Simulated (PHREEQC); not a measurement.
Buffer (model solution)

A solution holds 190 mmol/kgw NaH2PO4, 13 mmol/kgw NaF and 26 mmol/kgw KCl, at 25 °C. Closed to the air; pH follows from the charge balance.

Equilibrium calculation in PHREEQC: ion-association model, phreeqc.dat.

No solid was allowed to form.

Estimate the pH.

pH 4.49.

In which forms is F present?

F- 92 %, NaF 5.2 %, HF 2.9 % of the F.
